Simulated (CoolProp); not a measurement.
A closed Brayton cycle with carbon dioxide: compressor inlet 332.15 K and 9 MPa, high pressure 30 MPa, turbine inlet 730 K, compressor efficiency 0.89, turbine efficiency 0.85, recuperator effectiveness 0.95 (on enthalpy, no pinch check). Each further row changes one setting.

Model: reference Helmholtz-energy equation of state, Span 1996, in CoolProp.

| case | thermal efficiency (%) | net work (kJ/kg) | compressor to turbine work | compressor exit (K) | turbine exit (K) |
|---|---|---|---|---|---|
| as stated | 28.1 | 61.9 | 0.51 | 432.9 | 602.7 |
| turbine inlet 680 K | 24.7 | 51.0 | 0.56 | 432.9 | 557.0 |
| compressor inlet 342.15 K | 26.0 | 54.8 | 0.57 | 450.1 | 602.7 |
| high pressure 25.5 MPa | 28.7 | 57.5 | 0.48 | 419.0 | 619.4 |
| recuperator effectiveness 0.5 | 20.1 | 61.9 | 0.51 | 432.9 | 602.7 |
